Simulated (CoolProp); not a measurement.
Vapour-liquid equilibrium of cyclohexane (1) + m-xylene (2) at 289.9 K; x and y are mole fractions of (1).

Values from CoolProp's multi-fluid Helmholtz-energy mixture model, Zhou 2014 and Zhou 2012; pair parameters Bell 2016.

Problem. Give the bubble pressure and the first vapour's composition at x = 0.55, 0.65, 0.75. Is there an azeotrope?

Solution. x = 0.55: 0.05782 bar, y = 0.939; x = 0.65: 0.06455 bar, y = 0.955; x = 0.75: 0.07111 bar, y = 0.969. No azeotrope shows between x = 0.05 and 0.95.

The pair parameters rest on a limited set of measurements; away from them the model extrapolates.
